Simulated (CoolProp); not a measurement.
R113 along the isotherm 500 K: Z from the reference equation and from simpler models built on Tc = 487.2 K, pc = 3.392 MPa, ω = 0.253; each cubic takes its own stable root.

Computed with CoolProp (reference Helmholtz-energy equation of state, Marx 1992).

| p (MPa) | phase | reference | van der Waals | Redlich-Kwong | Peng-Robinson |
|---|---|---|---|---|---|
| 0.771 | gas | ___ | 0.9330 | 0.9247 | ___ |
| 1.54 | gas | 0.8437 | 0.8567 | 0.8409 | 0.8274 |
| 2.31 | gas | ___ | 0.7651 | 0.7430 | ___ |
| 3.08 | gas | 0.6217 | 0.6412 | 0.6178 | 0.5998 |
| 3.85 | supercritical | 0.4095 | ___ | ___ | 0.4054 |
| 4.63 | supercritical | 0.2624 | 0.3452 | 0.3058 | 0.2918 |
| 5.4 | supercritical | 0.2761 | 0.3730 | 0.3202 | 0.2986 |
| 6.17 | supercritical | 0.2992 | 0.4062 | 0.3430 | 0.3167 |
| 6.94 | supercritical | 0.3248 | 0.4410 | 0.3682 | 0.3382 |
| 7.71 | supercritical | 0.3511 | 0.4763 | ___ | 0.3610 |
| 8.48 | supercritical | ___ | 0.5119 | 0.4208 | 0.3843 |

### Question
Fill in the missing entries.

### Answer

- 0.771, reference: 0.9263
- 0.771, Peng-Robinson: 0.9175
- 2.31, reference: 0.7464
- 2.31, Peng-Robinson: 0.7251
- 3.85, van der Waals: 0.3618
- 3.85, Redlich-Kwong: 0.3883
- 7.71, Redlich-Kwong: 0.3943
- 8.48, reference: 0.3779
